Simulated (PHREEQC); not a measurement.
Make-up at 25 °C: 0.053 mol/kgw HF and 0.0019 mol/kgw NaCl. Closed to the air; pH follows from the charge balance.

Model: ion-association model, wateq4f.dat, run in PHREEQC.

No solid was allowed to form.

Task: Order these F species by the share of F that they hold, largest first: F-, HF, HF2-, H2F2.

Result: HF (73 %), H2F2 (15 %), F- (9.8 %), HF2- (2.9 %)

The pH is 2.26 and the ionic strength 0.00784 mol/kgw. wateq4f.dat counts part of the HF as a dimer, H2F2, which phreeqc.dat doesn't know; its constant is uncertain.
